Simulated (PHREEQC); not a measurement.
**Acid rinse or clean: speciation**

Solution (25 °C): 94 mmol/kgw HBr, 0.084 mmol/kgw FeCl3 and 160 mmol/kgw KCl. Closed to the air; pH follows from the charge balance.

Equilibrium calculation in PHREEQC: ion-association model, phreeqc.dat.

Each row changes one thing in this solution. Precipitation was switched off in this run.

```csv
case,pH,FeCl+2 (mol/kgw),Fe+3 (mol/kgw),FeCl2+ (mol/kgw),FeOH+2 (mol/kgw),FeCl3 (mol/kgw),SI of Hematite (Fe2O3),SI of Goethite (FeOOH)
as made,1.13,4.41e-5,3.04e-5,8.33e-6,1.13e-6,6.35e-8,-0.12,-1.06
HBr from 0.094 to 0.141 mol/kgw,0.96,4.41e-5,3.13e-5,7.82e-6,7.70e-7,5.70e-8,-1.19,-1.60
HBr from 0.094 to 0.188 mol/kgw,0.84,4.40e-5,3.20e-5,7.39e-6,5.88e-7,5.19e-8,-1.96,-1.99
temperature from 25 to 75 °C,1.14,6.33e-5,1.25e-5,2.71e-6,5.48e-6,1.94e-8,+2.25,(withheld)
HBr left out,3.99,1.90e-6,1.20e-6,(withheld),3.37e-5,3.62e-9,+14.42,+6.20
diluted 2-fold with water,1.42,1.74e-5,2.09e-5,2.11e-6,1.61e-6,9.44e-9,+1.55,-0.23
0.0031 mol/kgw HCl added,1.12,4.43e-5,3.00e-5,8.50e-6,1.08e-6,6.58e-8,(withheld),-1.11
```

### Question
Fill in the missing entries.

### Answer

- temperature from 25 to 75 °C, SI of Goethite (FeOOH): +0.02
- HBr left out, FeCl2+ (mol/kgw): 4.25e-7
- 0.0031 mol/kgw HCl added, SI of Hematite (Fe2O3): -0.21

Some of these states are supersaturated (in Hematite (slow to form), Fe(OH)3(a), for instance). Constants without temperature data keep their 25 °C values here.
